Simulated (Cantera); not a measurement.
Charge: 1 mol Ta, 0.11 mol CH4, held at 1.00 Torr.

These are equilibrium values from Cantera (NASA tables, ideal gas, pure condensed phases), not measurements of a reactor. Candidate condensed phases: C, C6H6, C7H8, C8H18, Ta, TaC; 77 gas species. Mutual solubility and eutectic melting of coexisting phases are not modelled. TaC: taken at fixed stoichiometry. Condensed phases not in the tables: Ta2C, N, O or C dissolved in the metal. Rates play no part. All values below are at 1175 K.

Base state: H2 1.000 (mole fractions); condensed: Ta(s) + TaC(s).

**Question.** What changes in the equilibrium state with this change: Ta replaced by Ta(OEt)5?

**Answer.** 
```json
[
 {"species": "H2", "before": "1.000", "after": "0.718"},
 {"species": "CO", "before": "0", "after": "0.282"},
 {"species": "CH4", "before": "<1e-9", "after": "1.32e-5"},
 {"species": "Ta(s), mol", "before": "0.890", "after": "0"},
 {"species": "TaC(s), mol", "before": "0.110", "after": "1.00"},
 {"species": "C(graphite), mol", "before": "0", "after": "4.11"}
]
```
The feed counts by its element totals alone. Condensed phases not in the tables: Ta2C. Further candidate phases: H2O, Ta2O5.
